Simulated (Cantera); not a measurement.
A freely propagating, adiabatic, planar premixed flame of H2 : O2 : N2 = 1 : 0.333 : 1.25 (molar parts), equivalence ratio 1.5, unburnt at 350 K and 4.15 atm; mixture-averaged transport, grid criteria slope 0.08 and curve 0.16, no radiation.

Detailed kinetics in Cantera: the H2/O2 subset of GRI-Mech 3.0, which has no nitrogen chemistry. The hydrogen kinetics of GRI-Mech 3.0 are dated; newer H2 mechanisms differ, most at raised pressure. Burning velocities carry a grid error of a few per cent, more on coarse grids.

Task: How do the results move with these cheaper or finer settings: unity-Lewis-number transport; multicomponent transport; multicomponent+Soret transport; grid criteria slope 0.5, curve 1; grid criteria slope 0.25, curve 0.5; grid criteria slope 0.03, curve 0.06?

Result: 
```tsv
setting	laminar burning velocity	thermal thickness	peak x(HO2)	peak x(H2O2)	grid points
as above	385 cm/s	0.0554 mm	0.00110	0.000148	114
unity-Lewis-number transport	247 cm/s	0.0569 mm	0.000718	5.50e-5	111
multicomponent transport	378 cm/s	0.0553 mm	0.00110	0.000148	114
multicomponent+Soret transport	357 cm/s	0.0537 mm	0.00111	0.000157	114
grid criteria slope 0.5, curve 1	379 cm/s	0.0647 mm	0.00101	0.000127	42
grid criteria slope 0.25, curve 0.5	390 cm/s	0.0598 mm	0.00105	0.000139	52
grid criteria slope 0.03, curve 0.06	382 cm/s	0.0540 mm	0.00111	0.000150	258
```
Unity Lewis numbers drop preferential diffusion, which matters most where H2 and H carry the flame; Soret adds thermal diffusion.
